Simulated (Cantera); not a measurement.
A Cantera script and its output.

```python
import numpy as np
import cantera as ct

gas = ct.Solution("gri30.yaml")
gas.TPX = 2198, 101325, {'CH4': 1, 'H2O': 0.45, 'H2': 0.21}
reactor = ct.IdealGasConstPressureReactor(gas, energy="off", clone=False)
net = ct.ReactorNet([reactor])
net.rtol, net.atol = 1e-08, 1e-18
show = ['CH4', 'H2O', 'H2', 'C2H6', 'CH2O']
times = np.geomspace(0.0001, 60, 11)

steps = ct.SolutionArray(gas, extra=["t"])
rows = []
print(f"{'t/s':>10s}{'T/K':>9s}{'P/Pa':>11s}" + "".join(f"{s:>11s}" for s in show))
for t in times:
    while net.time < t:
        t_next = net.step()
        steps.append(gas.state, t=t_next)
    rows.append([np.interp(t, steps.t, y) for y in (steps.T, steps.P, *steps(*show).X.T)])
    print(f"{t:10.3e}{rows[-1][0]:9.1f}{rows[-1][1]:11.4g}" + "".join(f"{x:11.3e}" for x in rows[-1][2:]))
rate = np.gradient(steps.T, steps.t)
print("integrator steps:", len(steps.t))
if steps.T.max() > steps.T[0] + 200:
    print(f"time of steepest temperature rise: {steps.t[rate.argmax()]:.4e} s")
gas.TPX = 2198, 101325, {'CH4': 1, 'H2O': 0.45, 'H2': 0.21}
gas.equilibrate("TP")
print(f"equilibrium (TP): T = {gas.T:.1f} K  " + "  ".join(f"{s} {gas[s].X[0]:.3e}" for s in show))
```

It prints:

```
       t/s      T/K       P/Pa        CH4        H2O         H2       C2H6       CH2O
 1.000e-04   2198.0  1.013e+05  5.602e-02  1.655e-01  5.968e-01  6.431e-05  2.032e-05
 3.783e-04   2198.0  1.013e+05  1.781e-02  1.332e-01  6.510e-01  7.302e-06  6.197e-06
 1.431e-03   2198.0  1.013e+05  1.074e-02  7.767e-02  6.975e-01  2.583e-06  2.101e-06
 5.413e-03   2198.0  1.013e+05  5.419e-03  1.972e-02  7.439e-01  6.294e-07  2.795e-07
 2.048e-02   2198.0  1.013e+05  1.416e-03  4.226e-04  7.611e-01  4.952e-08  4.604e-08
 7.746e-02   2198.0  1.013e+05  1.041e-03  9.371e-07  7.617e-01  3.030e-08  4.488e-08
 2.930e-01   2198.0  1.013e+05  1.041e-03  9.366e-07  7.617e-01  3.030e-08  4.488e-08
 1.108e+00   2198.0  1.013e+05  1.041e-03  9.366e-07  7.617e-01  3.030e-08  4.488e-08
 4.193e+00   2198.0  1.013e+05  1.041e-03  9.366e-07  7.617e-01  3.030e-08  4.488e-08
 1.586e+01   2198.0  1.013e+05  1.041e-03  9.366e-07  7.617e-01  3.030e-08  4.488e-08
 6.000e+01   2198.0  1.013e+05  1.041e-03  9.366e-07  7.617e-01  3.030e-08  4.488e-08
integrator steps: 1579
equilibrium (TP): T = 2198.0 K  CH4 1.041e-03  H2O 9.396e-07  H2 7.617e-01  C2H6 3.032e-08  CH2O 4.488e-08
```

Detailed kinetics in Cantera: GRI-Mech 3.0 (53 species, 325 reactions). GRI-Mech 3.0 stops at C3 and has no aromatics, soot or wall deposition, so with more carbon than oxygen in the feed, carbon stays in small species such as C2H2 where larger ones or solid carbon would form.
